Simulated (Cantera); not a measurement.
An isothermal plug-flow reactor at 850 K and 190000 Pa (inlet), inlet velocity 3.3 m/s, active area per volume 190 1/m; feed CH₄ : O₂ : N₂ : H₂O = 0.025 : 0.013 : 0.79 : 0.017 (molar parts).

Computed with Cantera and Deutschmann's 1995 Pt surface mechanism with GRI-Mech 3.0 gas chemistry. Catalytic surfaces can have several steady states; this one follows from the mechanism file's or the stated starting coverage. Mass transfer to the wall is taken as infinitely fast.

```tsv
quantity	before	after
x(CH₄) at z = 0.0059 m	0.0252	0.0275
x(O₂) at z = 0.0059 m	0.00798	0.0117
x(H₂O) at z = 0.0059 m	0.0288	0.0242
x(CO₂) at z = 0.0059 m	0.00163	0.00117
x(CO) at z = 0.0059 m	0.00275	0.000875
θ(free Pt) at the exit	0.310	0.522
θ(CO*) at the exit	0.492	0.469
θ(C*) at the exit	0.197	0.00275
```

What was changed between the two runs?
A. inlet velocity 3.3 to 2.2 m/s
B. area per volume 190 to 43 1/m
C. temperature 850 to 975 K
D. area per volume 190 to 500 1/m

B, area per volume 190 to 43 1/m
